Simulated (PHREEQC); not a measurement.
HCl is added in steps, without added water, to 1 kg of water holding 1.8 mmol/kgw CuCl2, 0.39 mmol/kgw HNO3 and 17 mmol/kgw FeCl3, at 45 °C. O2 is buffered at 0.21 atm. CO2 from the air is kept out. The run lets Fe(OH)3(a), Cu(OH)2, Atacamite, Cu2(OH)3NO3 precipitate or redissolve, and no other solid.

Base run: PHREEQC, ion-association model, wateq4f.dat. Each further column changes one thing. The table gives Fe2(OH)2+4 (mol/kgw).

| HCl added (mol) | base | FeCl3 from 0.017 to 0.085 mol/kgw | CuCl2 from 0.0018 to 0.009 mol/kgw | FeCl3 from 0.017 to 0.0085 mol/kgw | no solid may form |
|---|---|---|---|---|---|
| 0 | 0.00191 | 0.00627 | 0.00190 | 0.000780 | 0.00191 |
| 0.0057 | 0.00142 | 0.00527 | 0.00139 | 0.000540 | 0.00142 |
| 0.0114 | 0.00103 | 0.00437 | 0.000995 | 0.000361 | 0.00103 |
| 0.0171 | 0.000741 | 0.00359 | 0.000707 | 0.000243 | 0.000741 |
| 0.0209 | 0.000596 | 0.00313 | 0.000565 | 0.000189 | 0.000596 |
| 0.0266 | 0.000435 | 0.00254 | 0.000409 | 0.000133 | 0.000435 |
| 0.0323 | 0.000323 | 0.00206 | 0.000302 | 9.56e-5 | 0.000323 |
| 0.038 | 0.000244 | 0.00167 | 0.000227 | 7.08e-5 | 0.000244 |

Away from 25 °C the constants follow the database's enthalpies or fits; those with neither stay at their 25 °C values.
